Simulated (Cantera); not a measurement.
An isothermal, constant-pressure homogeneous reactor starts with CH4 : N2 = 1 : 9.1 (molar parts), at 1700 K and 20.0 Torr.

Detailed kinetics in Cantera: GRI-Mech 3.0 (53 species, 325 reactions). GRI-Mech 3.0 stops at C3 and has no aromatics, soot or wall deposition, so with more carbon than oxygen in the feed, carbon stays in small species such as C2H2 where larger ones or solid carbon would form. Radical loss at walls, strong at low pressure, is not modelled.

x: mole fraction; the columns are a selection and need not sum to one.

```json
[
 {"t (s)": "0.000700", "x CH4": "0.0990", "x C2H4": "5.02e-8", "x CH3": "4.51e-5", "x CH2": "1.21e-9", "x HCN": "<1e-12", "x H2": "2.25e-5", "x H": "3.87e-7"},
 {"t (s)": "0.00199", "x CH4": "0.0989", "x C2H4": "1.24e-6", "x CH3": "0.000129", "x CH2": "8.79e-9", "x HCN": "<1e-12", "x H2": "6.69e-5", "x H": "4.30e-7"},
 {"t (s)": "0.00568", "x CH4": "0.0986", "x C2H4": "2.84e-5", "x CH3": "0.000363", "x CH2": "6.39e-8", "x HCN": "1.09e-11", "x H2": "0.000243", "x H": "7.88e-7"},
 {"t (s)": "0.0162", "x CH4": "0.0966", "x C2H4": "[?]", "x CH3": "[?]", "x CH2": "[?]", "x HCN": "3.93e-10", "x H2": "[?]", "x H": "[?]"},
 {"t (s)": "0.0461", "x CH4": "0.0784", "x C2H4": "0.00443", "x CH3": "0.00170", "x CH2": "1.38e-6", "x HCN": "3.44e-8", "x H2": "0.0226", "x H": "3.50e-5"},
 {"t (s)": "0.131", "x CH4": "[?]", "x C2H4": "[?]", "x CH3": "[?]", "x CH2": "[?]", "x HCN": "[?]", "x H2": "[?]", "x H": "[?]"},
 {"t (s)": "0.374", "x CH4": "0.0145", "x C2H4": "0.000159", "x CH3": "0.000432", "x CH2": "5.94e-7", "x HCN": "1.72e-6", "x H2": "0.115", "x H": "0.000172"},
 {"t (s)": "1.07", "x CH4": "0.00369", "x C2H4": "1.99e-5", "x CH3": "0.000144", "x CH2": "2.77e-7", "x HCN": "4.33e-6", "x H2": "0.130", "x H": "0.000252"},
 {"t (s)": "3.04", "x CH4": "0.000835", "x C2H4": "8.51e-6", "x CH3": "3.95e-5", "x CH2": "9.42e-8", "x HCN": "8.15e-6", "x H2": "0.134", "x H": "0.000313"},
 {"t (s)": "8.65", "x CH4": "0.000227", "x C2H4": "7.86e-6", "x CH3": "1.13e-5", "x CH2": "2.85e-8", "x HCN": "1.24e-5", "x H2": "0.135", "x H": "0.000331"},
 {"t (s)": "24.6", "x CH4": "7.58e-5", "x C2H4": "7.82e-6", "x CH3": "3.80e-6", "x CH2": "9.68e-9", "x HCN": "1.66e-5", "x H2": "0.135", "x H": "0.000333"},
 {"t (s)": "70.2", "x CH4": "3.78e-5", "x C2H4": "7.82e-6", "x CH3": "1.90e-6", "x CH2": "4.84e-9", "x HCN": "2.15e-5", "x H2": "0.135", "x H": "0.000334"},
 {"t (s)": "200", "x CH4": "3.38e-5", "x C2H4": "7.82e-6", "x CH3": "1.70e-6", "x CH2": "4.33e-9", "x HCN": "3.15e-5", "x H2": "0.135", "x H": "0.000334"}
]
```

Fill in the missing entries.


- 0.0162, x C2H4: 0.000568
- 0.0162, x CH3: 0.000973
- 0.0162, x CH2: 4.11e-7
- 0.0162, x H2: 0.00187
- 0.0162, x H: 4.04e-6
- 0.131, x CH4: 0.0398
- 0.131, x C2H4: 0.00124
- 0.131, x CH3: 0.000991
- 0.131, x CH2: 1.03e-6
- 0.131, x HCN: 4.57e-7
- 0.131, x H2: 0.0787
- 0.131, x H: 0.000103
